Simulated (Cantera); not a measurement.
**Thermodynamics of carbothermic reduction, feed PbO + C + H2**

A closed system holds: 1 mol PbO, 5.9 mol C, a varied amount of H2, equilibrated at 2523.15 K and 0.0133 bar.

Equilibrium computed with Cantera from the NASA thermochemical tables; the gas is ideal and each condensed phase is pure. Candidate condensed phases: C, C6H6, C7H8, C8H18, H2O, Pb, PbO, PbO2, Pb3O4; 113 gas species. Rates play no part.

| n(H2) (mol) | x H2 | x CO | x Pb | x H | x C2H2 (acetylene) | x C2H | x C3 | n C(graphite) |
|---|---|---|---|---|---|---|---|---|
| 0.26 | 0.0769 | 0.428 | 0.428 | 0.0668 | 0.000916 | 6.00e-5 | 5.33e-5 | 4.89 |
| 0.67 | 0.184 | 0.355 | 0.355 | 0.103 | 0.00219 | 9.28e-5 | 5.33e-5 | 4.89 |
| 1.1 | 0.267 | 0.302 | 0.302 | 0.124 | 0.00318 | 0.000112 | 5.33e-5 | 4.88 |
| 1.5 | 0.326 | 0.266 | 0.266 | 0.138 | 0.00389 | 0.000124 | 5.33e-5 | 4.87 |
| 1.9 | 0.373 | 0.238 | 0.238 | 0.147 | 0.00445 | 0.000132 | 5.33e-5 | 4.86 |
| 2.3 | 0.411 | 0.215 | 0.215 | 0.154 | 0.00490 | 0.000139 | 5.33e-5 | 4.85 |
| 2.7 | 0.443 | 0.196 | 0.196 | 0.160 | 0.00528 | 0.000144 | 5.33e-5 | 4.84 |
x: gas mole fraction; n: condensed amount in mol.

From 0.26 mol H2 to 2.7 mol H2 the condensed part is C(graphite). The main Pb-bearing gas is Pb throughout.
